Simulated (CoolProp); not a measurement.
Vapour-liquid equilibrium of ethane (1) + propane (2) at 6.39 bar; x and y are mole fractions of (1).

Model: multi-fluid Helmholtz-energy mixture model, Bücker 2006 and Lemmon 2009; pair parameters Kunz 2012, in CoolProp.

| x | bubble temperature (K) | y at the bubble point | dew temperature at overall composition x (K) | liquid density (mol/L) |
|---|---|---|---|---|
| 0.05 | 278.2 | 0.161 | 281.8 | 11.93 |
| 0.125 | 271.3 | 0.354 | 279.4 | 12.30 |
| 0.2 | 265.2 | 0.500 | 276.9 | 12.65 |
| 0.275 | 259.8 | 0.613 | 274.2 | 13.00 |
| 0.35 | 255.0 | 0.701 | 271.4 | 13.34 |
| 0.425 | 250.6 | 0.770 | 268.4 | 13.67 |
| 0.5 | 246.6 | 0.825 | 265.2 | 14.00 |
| 0.575 | 242.9 | 0.870 | 261.7 | 14.32 |
| 0.65 | 239.6 | 0.905 | 257.8 | 14.65 |
| 0.725 | 236.6 | 0.934 | 253.5 | 14.97 |
| 0.8 | 233.7 | 0.957 | 248.5 | 15.29 |
| 0.875 | 231.2 | 0.976 | 242.5 | 15.61 |
| 0.95 | 228.8 | 0.991 | 234.7 | 15.93 |

No azeotrope shows between x = 0.05 and 0.95.

Pair parameters are fitted to limited data, so mixtures are less certain than the pure fluids.
